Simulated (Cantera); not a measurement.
An isothermal, constant-pressure homogeneous reactor starts with CH4 : N2 = 1 : 4.6 (molar parts), at 1825 K and 7900 Pa. Integrator tolerance rtol = 1e-08.

Model: GRI-Mech 3.0 (53 species, 325 reactions), integrated in Cantera. GRI-Mech 3.0 stops at C3 and has no aromatics, soot or wall deposition, so with more carbon than oxygen in the feed, carbon stays in small species such as C2H2 where larger ones or solid carbon would form.

Problem. What does this change do: pressure from 7900 Pa to 52000 Pa?

Solution. 
```tsv
quantity	before	after
x(CH4) at 3.00 s	0.000137 (gas-phase equilibrium 7.23e-5)	0.000736 (gas-phase equilibrium 0.000474)
x(H2) at 3.00 s	0.227 (gas-phase equilibrium 0.227)	0.226 (gas-phase equilibrium 0.226)
x(C2H4) at 3.00 s	2.65e-5 (gas-phase equilibrium 1.09e-5)	0.000173 (gas-phase equilibrium 7.15e-5)
x(C2H6) at 3.00 s	7.09e-10 (gas-phase equilibrium 2.23e-10)	2.31e-8 (gas-phase equilibrium 9.58e-9)
x(C2H) at 3.00 s	2.43e-6 (gas-phase equilibrium 1.00e-6)	9.45e-7 (gas-phase equilibrium 3.89e-7)
x(HCN) at 3.00 s	2.88e-5 (gas-phase equilibrium 0.0891)	1.75e-5 (gas-phase equilibrium 0.0889)
```

Problem. What does this change do: temperature 1825 to 1300 K?

Solution. 
| quantity | before | after |
|---|---|---|
| x(CH4) at 3.00 s | 0.000137 (gas-phase equilibrium 7.23e-5) | 0.178 (gas-phase equilibrium 0.0146) |
| x(H2) at 3.00 s | 0.227 (gas-phase equilibrium 0.227) | 0.000519 (gas-phase equilibrium 0.207) |
| x(C2H4) at 3.00 s | 2.65e-5 (gas-phase equilibrium 1.09e-5) | 0.000163 (gas-phase equilibrium 0.00169) |
| x(C2H6) at 3.00 s | 7.09e-10 (gas-phase equilibrium 2.23e-10) | 8.54e-5 (gas-phase equilibrium 1.39e-6) |
| x(C2H) at 3.00 s | 2.43e-6 (gas-phase equilibrium 1.00e-6) | <1e-12 (gas-phase equilibrium 1.42e-10) |
| x(HCN) at 3.00 s | 2.88e-5 (gas-phase equilibrium 0.0891) | <1e-12 (gas-phase equilibrium 0.0633) |
